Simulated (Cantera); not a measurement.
Input (Python, Cantera):

```python
import numpy as np
import cantera as ct

gas = ct.Solution("h2o2.yaml")
gas.TPX = 1573, 270000, {'H2': 1, 'O2': 0.294, 'N2': 1.11, 'H2O': 0.053}
reactor = ct.IdealGasConstPressureReactor(gas, energy="on", clone=False)
net = ct.ReactorNet([reactor])
net.rtol, net.atol = 1e-08, 1e-16
show = ['H2', 'O2', 'H2O', 'H2O2', 'O', 'OH']
times = np.geomspace(3e-06, 9, 14)

steps = ct.SolutionArray(gas, extra=["t"])
rows = []
print(f"{'t/s':>10s}{'T/K':>9s}{'P/Pa':>11s}" + "".join(f"{s:>11s}" for s in show))
for t in times:
    while net.time < t:
        t_next = net.step()
        steps.append(gas.state, t=t_next)
    rows.append([np.interp(t, steps.t, y) for y in (steps.T, steps.P, *steps(*show).X.T)])
    print(f"{t:10.3e}{rows[-1][0]:9.1f}{rows[-1][1]:11.4g}" + "".join(f"{x:11.3e}" for x in rows[-1][2:]))
rate = np.gradient(steps.T, steps.t)
print("integrator steps:", len(steps.t))
if steps.T.max() > steps.T[0] + 200:
    print(f"time of steepest temperature rise: {steps.t[rate.argmax()]:.4e} s")
gas.TPX = 1573, 270000, {'H2': 1, 'O2': 0.294, 'N2': 1.11, 'H2O': 0.053}
gas.equilibrate("HP")
print(f"equilibrium (HP): T = {gas.T:.1f} K  " + "  ".join(f"{s} {gas[s].X[0]:.3e}" for s in show))
```

Result:

```
       t/s      T/K       P/Pa         H2         O2        H2O       H2O2          O         OH
 3.000e-06   1579.8    2.7e+05  3.993e-01  1.165e-01  2.694e-02  3.078e-06  4.049e-04  4.143e-04
 9.448e-06   2429.5    2.7e+05  1.650e-01  4.562e-03  2.379e-01  3.989e-07  7.533e-03  2.259e-02
 2.976e-05   2820.7    2.7e+05  1.778e-01  1.530e-03  2.634e-01  2.414e-07  2.538e-03  1.746e-02
 9.372e-05   2914.5    2.7e+05  1.806e-01  9.501e-04  2.706e-01  2.082e-07  1.592e-03  1.468e-02
 2.952e-04   2915.7    2.7e+05  1.806e-01  9.432e-04  2.706e-01  2.076e-07  1.581e-03  1.464e-02
 9.297e-04   2915.7    2.7e+05  1.806e-01  9.432e-04  2.706e-01  2.076e-07  1.581e-03  1.464e-02
 2.928e-03   2915.7    2.7e+05  1.806e-01  9.432e-04  2.706e-01  2.076e-07  1.581e-03  1.464e-02
 9.222e-03   2915.7    2.7e+05  1.806e-01  9.432e-04  2.706e-01  2.076e-07  1.581e-03  1.464e-02
 2.904e-02   2915.7    2.7e+05  1.806e-01  9.432e-04  2.706e-01  2.076e-07  1.581e-03  1.464e-02
 9.147e-02   2915.7    2.7e+05  1.806e-01  9.432e-04  2.706e-01  2.076e-07  1.581e-03  1.464e-02
 2.881e-01   2915.7    2.7e+05  1.806e-01  9.432e-04  2.706e-01  2.076e-07  1.581e-03  1.464e-02
 9.073e-01   2915.7    2.7e+05  1.806e-01  9.432e-04  2.706e-01  2.076e-07  1.581e-03  1.464e-02
 2.858e+00   2915.7    2.7e+05  1.806e-01  9.432e-04  2.706e-01  2.076e-07  1.581e-03  1.464e-02
 9.000e+00   2915.7    2.7e+05  1.806e-01  9.432e-04  2.706e-01  2.076e-07  1.581e-03  1.464e-02
integrator steps: 1056
time of steepest temperature rise: 4.2314e-06 s
equilibrium (HP): T = 2915.7 K  H2 1.806e-01  O2 9.432e-04  H2O 2.706e-01  H2O2 2.076e-07  O 1.581e-03  OH 1.464e-02
```

Cantera simulation using the H2/O2 subset of GRI-Mech 3.0, which has no nitrogen chemistry; the numbers are that mechanism's predictions, not measurements. The hydrogen kinetics of GRI-Mech 3.0 are dated; newer H2 mechanisms differ, most at raised pressure.
